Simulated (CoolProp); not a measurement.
A Linde-Hampson liquefier for ethylene: isothermal reversible compression at 320 K from 1 atm to 20 MPa, throttling to 1 atm, return gas leaving the recuperator 5 K below the feed. Each further row changes one setting.

Values from CoolProp's reference Helmholtz-energy equation of state, Smukala 2000.

```csv
case,liquid yield per pass,compression work (kJ/kg of gas)
as stated,?,418
high pressure 40 MPa,?,?
warm-end temperature 350 K,?,?
warm-end gap 10 K,?,418
```

**Question.** What belongs in the gaps?

**Answer.** 
- as stated, liquid yield per pass: 0.410
- high pressure 40 MPa, liquid yield per pass: 0.421
- high pressure 40 MPa, compression work (kJ/kg of gas): 468
- warm-end temperature 350 K, liquid yield per pass: 0.323
- warm-end temperature 350 K, compression work (kJ/kg of gas): 483
- warm-end gap 10 K, liquid yield per pass: 0.403
